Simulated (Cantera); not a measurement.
**Premixed flame**

A freely propagating, adiabatic, planar premixed flame of H₂ : O₂ : N₂ = 1 : 0.667 : 2.51 (molar parts), equivalence ratio 0.75, unburnt at 425 K and 22000 Pa; mixture-averaged transport, grid criteria slope 0.08 and curve 0.16, no radiation.

Detailed kinetics in Cantera: the H2/O2 subset of GRI-Mech 3.0, which has no nitrogen chemistry. Burning velocities carry a grid error of a few per cent, more on coarse grids.

| z (mm) | T (K) | u (m/s) | x H₂ | x O₂ | x H₂O | x OH | x H | x H₂O₂ |
|---|---|---|---|---|---|---|---|---|
| -8.61 | 425 | 2.80 | 0.239 | 0.160 | <1e-8 | <1e-8 | <1e-8 | <1e-8 |
| -5.74 | 425 | 2.80 | 0.239 | 0.160 | <1e-8 | <1e-8 | <1e-8 | <1e-8 |
| -4.30 | 425 | 2.80 | 0.239 | 0.160 | <1e-8 | <1e-8 | <1e-8 | <1e-8 |
| -2.87 | 425 | 2.80 | 0.239 | 0.160 | 4.79e-8 | <1e-8 | <1e-8 | <1e-8 |
| -1.43 | 432 | 2.83 | 0.236 | 0.160 | 0.000238 | 1.35e-5 | 2.00e-5 | 3.41e-6 |
| -0.717 | 635 | 4.06 | 0.204 | 0.157 | 0.0166 | 0.000624 | 0.00395 | 1.75e-5 |
| 0 | 1055 | 6.54 | 0.108 | 0.122 | 0.0958 | 0.00224 | 0.0301 | 1.51e-6 |
| 0.717 | 1344 | 8.24 | 0.0356 | 0.0711 | 0.184 | 0.00694 | 0.0455 | 1.71e-6 |
| 1.43 | 1480 | 9.02 | 0.0245 | 0.0594 | 0.204 | 0.00947 | 0.0401 | 1.17e-6 |
| 2.87 | 1623 | 9.81 | 0.0226 | 0.0553 | 0.213 | 0.0118 | 0.0297 | 6.29e-7 |
| 5.74 | 1768 | 10.6 | 0.0199 | 0.0521 | 0.224 | 0.0135 | 0.0195 | 3.17e-7 |
| 11.5 | 1903 | 11.3 | 0.0156 | 0.0493 | 0.235 | 0.0139 | 0.0111 | 1.73e-7 |
| 23.0 | 2016 | 11.9 | 0.0106 | 0.0472 | 0.246 | 0.0128 | 0.00535 | 1.08e-7 |
x: mole fraction of selected species; z is measured from the peak of heat release.

The laminar burning velocity comes out as 280 cm/s, the thermal thickness is 2.87 mm and the peak x(OH) is 0.0139. The peak x(H) is 0.0455 and the peak x(H₂O₂) comes out as 2.04e-5. The grid points is 131.
